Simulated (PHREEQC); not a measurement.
Reverse-osmosis permeate (model solution)

Synthetic water in mg/L, 25 °C, pH 6.61, pe 1: Na 4.94; K 0.703; Ca 2.02; Mg 1.44; Cl 7.59; S(6) as SO4 1.86; Alkalinity as HCO3 11.9; Fe(2) 0.00655; Br 0.0347; Si as SiO2 0.0482; N(-3) as NH4 0.12.

Valence states are taken as typed.

All values are PHREEQC results (ion-association model, wateq4f.dat), not measurements.

```yaml
ionic_strength: 0.000581 mol/kgw
charge_balance_error: 1.2 %
```

```json
[
 {"species": "Na+", "molality": "0.000215", "activity": "0.000209", "log γ": "-0.012"},
 {"species": "Cl-", "molality": "0.000214", "activity": "0.000208", "log γ": "-0.012"},
 {"species": "HCO3-", "molality": "0.000195", "activity": "0.000190", "log γ": "-0.012"},
 {"species": "CO2", "molality": "0.000105", "activity": "0.000105", "log γ": "0.000"},
 {"species": "Mg+2", "molality": "5.89e-5", "activity": "5.29e-5", "log γ": "-0.047"},
 {"species": "Ca+2", "molality": "5.01e-5", "activity": "4.50e-5", "log γ": "-0.047"},
 {"species": "SO4-2", "molality": "1.90e-5", "activity": "1.70e-5", "log γ": "-0.047"},
 {"species": "K+", "molality": "1.80e-5", "activity": "1.75e-5", "log γ": "-0.012"},
 {"species": "NH4+", "molality": "6.64e-6", "activity": "6.46e-6", "log γ": "-0.012"},
 {"species": "H4SiO4", "molality": "8.02e-7", "activity": "8.02e-7", "log γ": "0.000"},
 {"species": "Br-", "molality": "4.34e-7", "activity": "4.22e-7", "log γ": "-0.012"},
 {"species": "H+", "molality": "2.52e-7", "activity": "2.46e-7", "log γ": "-0.011"},
 {"species": "MgSO4", "molality": "2.11e-7", "activity": "2.11e-7", "log γ": "0.000"}
]
```

No solid was allowed to form.
